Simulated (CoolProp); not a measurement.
Nitrogen along the isotherm 99.3 K: fugacity coefficient from the reference equation and from simpler models built on Tc = 126.2 K, pc = 3.396 MPa, ω = 0.037; each cubic takes its own stable root.

Computed with CoolProp (reference Helmholtz-energy equation of state, Span 2000).

| p (MPa) | phase | reference | van der Waals | Redlich-Kwong | Soave-Redlich-Kwong | Peng-Robinson |
|---|---|---|---|---|---|---|
| 0.424 | gas | 0.9168 | 0.9349 | 0.9172 | 0.9174 | 0.9121 |
| 0.849 | liquid | 0.7495 | 0.8693 | 0.7514 | 0.7561 | 0.7450 |
| 1.27 | liquid | 0.5114 | 0.7755 | 0.5130 | 0.5163 | 0.5074 |
| 1.7 | liquid | 0.3901 | 0.5973 | 0.3916 | 0.3941 | 0.3863 |
| 2.12 | liquid | 0.3193 | 0.4934 | 0.3206 | 0.3227 | 0.3156 |
| 2.55 | liquid | 0.2710 | 0.4226 | 0.2722 | 0.2740 | 0.2673 |
| 2.97 | liquid | 0.2374 | 0.3736 | 0.2386 | 0.2402 | 0.2337 |
| 3.4 | liquid | 0.2117 | 0.3361 | 0.2129 | 0.2142 | 0.2080 |
| 3.82 | liquid | 0.1923 | 0.3078 | 0.1934 | 0.1946 | 0.1885 |
| 4.24 | liquid | 0.1767 | 0.2853 | 0.1778 | 0.1790 | 0.1729 |
| 4.67 | liquid | 0.1638 | 0.2667 | 0.1648 | 0.1659 | 0.1599 |
| 5.09 | liquid | 0.1533 | 0.2516 | 0.1543 | 0.1553 | 0.1494 |

At some of these states van der Waals gives the other phase, because its saturation line lies elsewhere.
